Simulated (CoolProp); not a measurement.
The fluid at 287.76 K and 0.149 MPa is compressed adiabatically to 0.358 MPa with isentropic efficiency 0.8. The same conditions are run with several fluids, on thermodynamics alone (safety and materials aside).

Values from CoolProp's reference Helmholtz-energy equation of state of each fluid (oxygen: Schmidt 1985; methane: Setzmann 1991; CF4 (R14): Platzer 1990; R227EA: Lemmon 2016; R125: Lemmon 2005). The equations of Platzer and Polt are older, rougher fits.

```tsv
fluid	work (kJ/kg)	final temperature (K)	final density (kg/m³)
oxygen	92.9	388.2	3.55
methane	181	366.5	1.89
CF4 (R14)	…	…	…
R227EA	…	309.5	26.0
R125	22.0	…	17.0
```

### Question
Complete the blanks.

### Answer

- CF4 (R14), work (kJ/kg): 31.4
- CF4 (R14), final temperature (K): 332.6
- CF4 (R14), final density (kg/m³): 11.5
- R227EA, work (kJ/kg): 14.8
- R125, final temperature (K): 317.5

Above 300 K oxygen's equation is extrapolated.
